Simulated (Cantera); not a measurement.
An isothermal, constant-pressure homogeneous reactor starts with NH3 : H2 = 1 : 9.8 (molar parts), at 1450 K and 0.0290 bar. Integrator tolerance rtol = 1e-08.

Model: the gas-phase N/H chemistry of the illustrative SiF4/NH3 mechanism in the Surface Chemkin manual (1991), integrated in Cantera. Walls and surfaces, which speed up NH3 decomposition in real reactors, are not modelled.

### Question
What does this change do: temperature 1450 to 1875 K?

### Answer
```tsv
quantity	before	after
x(NH3) at 20.0 s	0.0922 (gas-phase equilibrium 3.99e-7)	0.000988 (gas-phase equilibrium 1.39e-7)
x(H2) at 20.0 s	0.908 (gas-phase equilibrium 0.958)	0.954 (gas-phase equilibrium 0.954)
x(N2) at 20.0 s	0.000178 (gas-phase equilibrium 0.0424)	0.0419 (gas-phase equilibrium 0.0423)
x(N2H2) at 20.0 s	1.04e-8 (gas-phase equilibrium <1e-12)	1.61e-9 (gas-phase equilibrium <1e-12)
x(NH2) at 20.0 s	7.59e-6 (gas-phase equilibrium 4.82e-11)	8.03e-6 (gas-phase equilibrium 1.52e-9)
x(N2H4) at 20.0 s	3.93e-10 (gas-phase equilibrium <1e-12)	2.51e-12 (gas-phase equilibrium <1e-12)
x(H) at 20.0 s	3.53e-5 (gas-phase equilibrium 5.47e-5)	0.00280 (gas-phase equilibrium 0.00378)
```
